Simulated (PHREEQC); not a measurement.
# Leach liquor: speciation

Make-up at 25 °C: 0.022 mol H2SO4 and 5e-05 mol NiSO4 per kg of water. Closed to the air; pH follows from the charge balance.

Equilibrium calculation in PHREEQC: ion-association model, wateq4f.dat.

This is a speciation only: nothing precipitates in the calculation.

Task: Estimate the pH, ionic strength.

Result: pH 1.58; ionic strength 0.0396 mol/kgw.

Task: In which forms is Ni present?

Result: Ni+2 71 %, NiSO4 29 % of the Ni.
